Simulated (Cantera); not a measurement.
An adiabatic, constant-pressure homogeneous reactor starts with 5.52 % C2H4, 16.6 % O2, 66.3 % N2, 11.6 % H2O, at 1498 K and 1.50 bar.

Detailed kinetics in Cantera: GRI-Mech 3.0 (53 species, 325 reactions). GRI-Mech 3.0 was tuned for natural gas; its chemistry of ethylene as a main component is partial and can be far from experiment.

Question: Predict: time of steepest temperature rise; temperature at 9.00 s; equilibrium temperature; x(O2) at 9.00 s; x(H2O) at 9.00 s; x(H2) at 9.00 s; x(O) at 9.00 s.

Answer: 
```
Quantity                                                            Result
---------------------------------  ---------------------------------------
time of steepest temperature rise                                  23.8 µs
temperature at 9.00 s                                               2698 K
equilibrium temperature                                             2698 K
x(O2) at 9.00 s                      0.0187 (gas-phase equilibrium 0.0187)
x(H2O) at 9.00 s                       0.190 (gas-phase equilibrium 0.190)
x(H2) at 9.00 s                      0.0165 (gas-phase equilibrium 0.0165)
x(O) at 9.00 s                     0.00401 (gas-phase equilibrium 0.00401)
```
